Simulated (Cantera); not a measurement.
An isothermal, constant-pressure homogeneous reactor starts with NO : N2 = 1 : 3.3 (molar parts), at 1950 K and 75.0 Torr. Integrator tolerance rtol = 1e-08.

Cantera simulation using GRI-Mech 3.0 (53 species, 325 reactions); the numbers are that mechanism's predictions, not measurements.

Q: What does this change do: pressure from 75.0 Torr to 0.230 bar?

A: 
| quantity | before | after |
|---|---|---|
| x(NO) at 5.00 s | 0.157 (gas-phase equilibrium 0.00519) | 0.110 (gas-phase equilibrium 0.00519) |
| x(NO2) at 5.00 s | 3.98e-5 (gas-phase equilibrium 2.26e-6) | 5.36e-5 (gas-phase equilibrium 3.44e-6) |
| x(N2) at 5.00 s | 0.805 (gas-phase equilibrium 0.881) | 0.829 (gas-phase equilibrium 0.881) |
| x(N2O) at 5.00 s | 9.68e-6 (gas-phase equilibrium 9.80e-8) | 4.95e-6 (gas-phase equilibrium 1.49e-7) |
| x(O2) at 5.00 s | 0.0377 (gas-phase equilibrium 0.113) | 0.0613 (gas-phase equilibrium 0.114) |
| x(O) at 5.00 s | 0.000293 (gas-phase equilibrium 0.000484) | 0.000239 (gas-phase equilibrium 0.000319) |

Q: What does this change do: temperature 1950 to 2198 K?

A: 
| quantity | before | after |
|---|---|---|
| x(NO) at 5.00 s | 0.157 (gas-phase equilibrium 0.00519) | 0.00977 (gas-phase equilibrium 0.00963) |
| x(NO2) at 5.00 s | 3.98e-5 (gas-phase equilibrium 2.26e-6) | 2.85e-6 (gas-phase equilibrium 2.81e-6) |
| x(N2) at 5.00 s | 0.805 (gas-phase equilibrium 0.881) | 0.878 (gas-phase equilibrium 0.878) |
| x(N2O) at 5.00 s | 9.68e-6 (gas-phase equilibrium 9.80e-8) | 1.80e-7 (gas-phase equilibrium 1.79e-7) |
| x(O2) at 5.00 s | 0.0377 (gas-phase equilibrium 0.113) | 0.110 (gas-phase equilibrium 0.110) |
| x(O) at 5.00 s | 0.000293 (gas-phase equilibrium 0.000484) | 0.00281 (gas-phase equilibrium 0.00282) |
